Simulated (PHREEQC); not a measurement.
A solution holds 0.26 mol/kgw Pb(NO3)2, 0.00011 mol/kgw NaCl and 0.029 mol/kgw Na2SO4, at 25 °C. Closed to the air; pH follows from the charge balance.

Equilibrium calculation in PHREEQC: ion-association model, phreeqc.dat.

Each row changes one thing in this solution. Precipitation was switched off in this run.

```json
[
 {"case": "as made", "pH": "4.17", "ionic strength (mol/kgw)": "0.506", "NO3- (mol/kgw)": "0.382", "PbNO3+ (mol/kgw)": "0.138", "Pb+2 (mol/kgw)": "0.101", "PbSO4 (mol/kgw)": "0.0205", "SI of Pb(OH)2 (Pb(OH)2)": "-1.35", "SI of Anglesite (PbSO4)": "+3.40"},
 {"case": "diluted 100-fold with water", "pH": "5.23", "ionic strength (mol/kgw)": "0.00797", "NO3- (mol/kgw)": "0.00508", "PbNO3+ (mol/kgw)": "0.000122", "Pb+2 (mol/kgw)": "0.00236", "PbSO4 (mol/kgw)": "0.000112", "SI of Pb(OH)2 (Pb(OH)2)": "-0.47", "SI of Anglesite (PbSO4)": "+1.09"},
 {"case": "Na2SO4 replaced by Li2SO4 at the same molality", "pH": "4.17", "ionic strength (mol/kgw)": "0.506", "NO3- (mol/kgw)": "0.382", "PbNO3+ (mol/kgw)": "0.138", "Pb+2 (mol/kgw)": "0.101", "PbSO4 (mol/kgw)": "0.0206", "SI of Pb(OH)2 (Pb(OH)2)": "-1.35", "SI of Anglesite (PbSO4)": "+3.40"},
 {"case": "diluted 2-fold with water", "pH": "4.33", "ionic strength (mol/kgw)": "0.286", "NO3- (mol/kgw)": "0.207", "PbNO3+ (mol/kgw)": "0.0533", "Pb+2 (mol/kgw)": "0.0663", "PbSO4 (mol/kgw)": "0.0101", "SI of Pb(OH)2 (Pb(OH)2)": "-1.21", "SI of Anglesite (PbSO4)": "+3.07"},
 {"case": "NaCl from 0.00011 to 0.00055 mol/kgw", "pH": "4.17", "ionic strength (mol/kgw)": "0.506", "NO3- (mol/kgw)": "0.382", "PbNO3+ (mol/kgw)": "0.138", "Pb+2 (mol/kgw)": "0.101", "PbSO4 (mol/kgw)": "0.0205", "SI of Pb(OH)2 (Pb(OH)2)": "-1.35", "SI of Anglesite (PbSO4)": "+3.40"}
]
```

Species that the database lacks are ignored. Some of these states are supersaturated (in Anglesite, for instance).
